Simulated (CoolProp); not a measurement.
Computed with CoolProp (reference Helmholtz-energy equation of state, Thol 2017).

Question: For decamethyltetrasiloxane (MD2M), give the phase and the density (kg/m³), cp (kJ/(kg K)), cv (kJ/(kg K)), speed of sound (m/s) at -2.55 °C and 15.6 bar; 234.15 °C and 3.21 bar; 5.65 °C and 17 bar.

Answer: 
- -2.55 °C and 15.6 bar: liquid; density 878, cp 1.66, cv 1.35, speed of sound 1040
- 234.15 °C and 3.21 bar: liquid; density 614, cp 2.21, cv 1.91, speed of sound 330
- 5.65 °C and 17 bar: liquid; density 870, cp 1.68, cv 1.38, speed of sound 1010
